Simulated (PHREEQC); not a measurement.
1 kg of water holding 0.0073 mol/kgw KHCO3, 0.3 mol/kgw KCl, 0.026 mol/kgw K2SO4 and 0.14 mol/kgw K2CO3 is evaporated at 30 °C; the solids stay in contact with the brine. CO2 is held at log p = -3.4 (atm). Solids allowed: Arcanite, Kalicinite, Misenite, Sylvite. Others were left out.

The series has 28 steps of water left (kg), from 0.9995 to 0.002712.

Model: Pitzer model, pitzer.dat, run in PHREEQC.

Question: Which solids form, in which order, and at which step of the series does each first stand?

Answer: Arcanite from water left = 0.171 kg (pH 10.23); Sylvite from water left = 0.07797 kg (pH 10.52); Kalicinite from water left = 0.02885 kg (pH 10.92).

Complexes and solids missing from the database can't appear.
